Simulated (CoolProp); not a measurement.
A single-stage vapour-compression cycle with n-pentane: evaporating at 265.15 K (dew point), condensing at 332.15 K (bubble point), superheat 5 K, subcooling 2 K, compressor efficiency 0.75, no pressure losses. Each further row changes one setting.

Model: reference Helmholtz-energy equation of state, Thol 2019, in CoolProp.

```csv
case,cooling COP,pressure ratio,discharge temperature (K),refrigerating effect (kJ/kg),volumetric capacity (kJ/m³)
as stated,2.23,12.4,340.1,247,135
evaporating temperature 270.15 K,2.53,9.79,338.9,255,174
condensing temperature 327.15 K,2.50,10.7,335.8,260,142
subcooling 7 K,2.34,12.4,340.1,260,142
superheat 15 K,2.28,12.4,350.5,263,138
compressor efficiency 0.65,1.94,12.4,348.9,247,135
```
